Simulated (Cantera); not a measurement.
What does this Cantera script print?

```python
import numpy as np
import cantera as ct

gas = ct.Solution("gri30.yaml", transport_model="mixture-averaged")
show = ['H2', 'CO2', 'CH4']

rows = []
print(f"{'T/K':>7s}{'rho':>11s}{'cp':>10s}{'mu':>11s}{'lambda':>11s}{'Pr':>7s}" + "".join(f"{'D_' + s:>11s}" for s in show))
for T in [400, 650, 900, 1150, 1400, 1650, 1900, 2150]:
    gas.TPX = T, 1000000, {'CO2': 0.69, 'H2': 0.69, 'NH3': 0.58}
    Pr = gas.cp_mass * gas.viscosity / gas.thermal_conductivity
    D = [gas.mix_diff_coeffs_mole[gas.species_index(s)] for s in show]
    rows.append([gas.density, gas.cp_mass, gas.viscosity, gas.thermal_conductivity, Pr, *D])
    print(f"{T:7g}{gas.density:11.4e}{gas.cp_mass:10.1f}{gas.viscosity:11.4e}"
          f"{gas.thermal_conductivity:11.4e}{Pr:7.3f}" + "".join(f"{d:11.4e}" for d in D))
print("SI units: kg/m3, J/kg/K, Pa s, W/m/K, m2/s")
```

Output:

```
    T/K        rho        cp         mu     lambda     Pr       D_H2      D_CO2      D_CH4
    400 6.3872e+00    1707.7 1.7987e-05 7.3947e-02  0.415 1.2139e-05 4.7687e-06 4.4904e-06
    650 3.9306e+00    1943.2 2.7416e-05 1.1643e-01  0.458 2.7982e-05 1.1800e-05 1.0743e-05
    900 2.8388e+00    2124.9 3.5545e-05 1.5791e-01  0.478 4.8446e-05 2.1145e-05 1.8909e-05
   1150 2.2216e+00    2270.7 4.2758e-05 1.9835e-01  0.489 7.3000e-05 3.2470e-05 2.8736e-05
   1400 1.8249e+00    2387.7 4.9308e-05 2.3752e-01  0.496 1.0130e-04 4.5565e-05 4.0068e-05
   1650 1.5484e+00    2481.9 5.5357e-05 2.7529e-01  0.499 1.3309e-04 6.0293e-05 5.2797e-05
   1900 1.3447e+00    2557.4 6.1018e-05 3.1161e-01  0.501 1.6819e-04 7.6553e-05 6.6843e-05
   2150 1.1883e+00    2617.5 6.6372e-05 3.4645e-01  0.501 2.0644e-04 9.4272e-05 8.2147e-05
SI units: kg/m3, J/kg/K, Pa s, W/m/K, m2/s
```

Detailed kinetics in Cantera: GRI-Mech 3.0 (53 species, 325 reactions). Polar gases are described roughly by these parameters. The composition is frozen, though it would react at the higher temperatures.
